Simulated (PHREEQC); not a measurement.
Make-up at 60 °C: 0.012 mol/kgw TMAH, 0.00095 mol/kgw Na2SiO3 and 0.0039 mol/kgw Na2CO3. Closed to the air; pH follows from the charge balance.

All values are PHREEQC results (ion-association model, phreeqc.dat), not measurements.

| quantity | before | after |
|---|---|---|
| pH | 11.06 | 9.24 |
| ionic strength (mol/kgw) | 0.0232 | 0.000221 |
| Na+ (mol/kgw) | 0.00859 | 9.70e-5 |
| CO3-2 (mol/kgw) | 0.00259 | 4.50e-6 |
| NaCO3- (mol/kgw) | 0.00111 | 3.67e-8 |
| H3SiO4- (mol/kgw) | 0.000866 | 3.88e-6 |
| SI of Quartz (SiO2) | -1.27 | -1.73 |

Q: Which change was made?
(A) Na2CO3 from 0.0039 to 0.039 mol/kgw
(B) diluted 100-fold with water
(C) Na2CO3 from 0.0039 to 0.00429 mol/kgw
(D) Na2SiO3 from 0.00095 to 0.00105 mol/kgw
(E) TMAH replaced by (CH3)4NCl at the same molality

A: B, diluted 100-fold with water

This is a speciation only: nothing precipitates in the calculation. (CH3)4N+ isn't in the database: it is added as a free cation with an ion size of 4 Å. Away from 25 °C the constants follow the database's enthalpies or fits; those with neither stay at their 25 °C values.
